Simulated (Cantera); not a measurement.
Reactions in the system B-N-O

Standard-state values (1 bar) from the NASA 1993 polynomials, evaluated with Cantera. Values are per mole of reaction as written; species without (g) are pure solids or liquids, kept so even where they would boil at 1 bar.

4 BN + 3 O2(g) ⇌ 2 N2O(g) + 2 B2O2(g)

```
T (K)  ΔH° (kJ)  ΔS° (J/K)  ΔG° (kJ)  log10 K
-----  --------  ---------  --------  -------
300       254.8      250.8     179.6   -31.27
723       257.8      259.1      70.5    -5.09
923       255.8      256.8      18.9    -1.07
1123      252.6      253.6     -32.2     1.50
1323      248.9      250.6     -82.6     3.26
1523      244.9      247.8    -132.4     4.54
1723      240.7      245.2    -181.7     5.51
1923      236.6      242.9    -230.5     6.26
2123      232.4      240.9    -278.9     6.86
2323      228.4      239.1    -326.9     7.35
2523      224.5      237.4    -374.5     7.75
```

3 BN + O3(g) ⇌ 3 NO(g) + 3 B

```csv
T (K),ΔH° (kJ),ΔS° (J/K),ΔG° (kJ),log10 K,condensed phases
300,884.8,366.5,774.8,-134.91,"BN(s), B(s)"
723,887.7,374.5,616.9,-44.57,"BN(s), B(s)"
923,886.2,372.7,542.2,-30.68,"BN(s), B(s)"
1123,883.9,370.4,467.9,-21.76,"BN(s), B(s)"
1323,881.4,368.4,394.0,-15.56,"BN(s), B(s)"
1523,878.8,366.5,320.5,-10.99,"BN(s), B(s)"
1723,875.7,364.7,247.4,-7.50,"BN(s), B(s)"
1923,872.3,362.8,174.7,-4.74,"BN(s), B(s)"
2123,868.5,360.9,102.3,-2.52,"BN(s), B(s)"
2323,864.2,359.0,30.3,-0.68,"BN(s), B(s)"
2523,1010.6,421.3,-52.4,1.08,"BN(s), B(l)"
```
